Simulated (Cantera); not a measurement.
A closed system holds: 1 mol CCl₄, 0.029 mol F₂, held at 3000 Pa.

Equilibrium computed with Cantera from the NASA thermochemical tables; the gas is ideal and each condensed phase is pure. Candidate condensed phases: C; 27 gas species. The tables' values for CCl are old estimates; treat these amounts as uncertain. Kinetics and transport are ignored.

x: gas mole fraction; n: condensed amount in mol.

```
T (K)   x Cl    x C₃     x F      x C     x C₂     x CF      x C₅  n C(graphite)
-----  -----  ------  ------  -------  -------  -------  --------  -------------
3000   0.972  0.0104  0.0126  0.00169  0.00106  0.00146  0.000190          0.845
3025   0.968  0.0135  0.0125  0.00214  0.00138  0.00152  0.000267          0.799
3050   0.963  0.0176  0.0123  0.00270  0.00180  0.00158  0.000373            [?]
3075   0.957  0.0227  0.0122  0.00339  0.00234  0.00164  0.000518            [?]
3100   0.949  0.0291  0.0120  0.00424  0.00302  0.00170  0.000715            [?]
3125   0.938  0.0373  0.0118  0.00529  0.00388  0.00175  0.000982            [?]
3150   0.926  0.0475  0.0116  0.00657  0.00497  0.00180   0.00134            [?]
3175   0.910  0.0604  0.0113  0.00814  0.00635  0.00184   0.00182            [?]
3200   0.904  0.0634  0.0113  0.00944  0.00713  0.00181   0.00181            [?]
```

Complete the blanks.


- 3050, n C(graphite): 0.739
- 3075, n C(graphite): 0.662
- 3100, n C(graphite): 0.563
- 3125, n C(graphite): 0.436
- 3150, n C(graphite): 0.271
- 3175, n C(graphite): 0.0578
- 3200, n C(graphite): 0
